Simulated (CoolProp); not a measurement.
Computed with CoolProp (reference Helmholtz-energy equation of state, Lemmon 2005). It is a short technical equation, of lower accuracy than the large ones.

**Question.** For 1-butene, give the phase and the cp (kJ/(kg K)), speed of sound (m/s) at 525 K and 0.601 MPa; 525 K and 1 MPa; 525 K and 2 MPa.

**Answer.** 
- 525 K and 0.601 MPa: gas; cp 2.41, speed of sound 282
- 525 K and 1 MPa: gas; cp 2.43, speed of sound 278
- 525 K and 2 MPa: gas; cp 2.49, speed of sound 268
